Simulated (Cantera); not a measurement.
## Hydrocarbon pyrolysis for carbon deposition

A perfectly stirred reactor is fed with 0.901 % CH4, 99.1 % N2, at 0.00160 bar; it is held at 1525 K, and followed from long to short residence time.

Model: GRI-Mech 3.0 (53 species, 325 reactions), integrated in Cantera. GRI-Mech 3.0 stops at C3 and has no aromatics, soot or wall deposition, so with more carbon than oxygen in the feed, carbon stays in small species such as C2H2 where larger ones or solid carbon would form. Radical loss at walls, strong at low pressure, is not modelled.

```csv
τ (s),x CH4,x HCN,x H,x C2H,x CH2,x C2H4,x CH3
17,0.00690,4.88e-8,2.64e-6,1.70e-9,5.00e-8,0.000145,0.000102
7.2,0.00834,3.29e-9,7.21e-7,3.74e-10,2.88e-8,9.59e-5,8.45e-5
3.0,0.00890,8.05e-11,1.27e-7,3.77e-11,8.43e-9,1.93e-5,4.49e-5
1.2,0.00899,3.52e-12,3.99e-8,2.53e-12,1.60e-9,1.78e-6,1.86e-5
0.51,0.00900,<1e-12,2.83e-8,<1e-12,3.20e-10,1.57e-7,7.94e-6
0.21,0.00901,<1e-12,2.60e-8,<1e-12,6.27e-11,1.15e-8,3.26e-6
0.087,0.00901,<1e-12,2.51e-8,<1e-12,1.34e-11,8.23e-10,1.34e-6
0.036,0.00901,<1e-12,2.38e-8,<1e-12,3.06e-12,5.57e-11,5.39e-7
0.015,0.00901,<1e-12,2.13e-8,<1e-12,<1e-12,3.59e-12,2.13e-7
0.0062,0.00901,<1e-12,1.69e-8,<1e-12,<1e-12,<1e-12,8.01e-8
```
x: mole fraction; the columns are a selection and need not sum to one.
